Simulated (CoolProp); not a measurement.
Vapour-liquid equilibrium of R22 (1) + methanol (2) at 0.562 bar; x and y are mole fractions of (1).

The numbers come from the multi-fluid Helmholtz-energy mixture model, Kamei 1995 and de Reuck 1993; pair parameters Bell 2016 in CoolProp.

Task: Give the bubble temperature and the first vapour's composition at x = 0.2, 0.35, 0.425. Is there an azeotrope?

Result: x = 0.2: 245.1 K, y = 0.992; x = 0.35: 235.2 K, y = 0.997; x = 0.425: 232.2 K, y = 0.998. No azeotrope shows between x = 0.05 and 0.95.

Pair parameters are fitted to limited data, so mixtures are less certain than the pure fluids. With so large a gap from Raoult's law the liquid may split in two, which this calculation doesn't test in full.
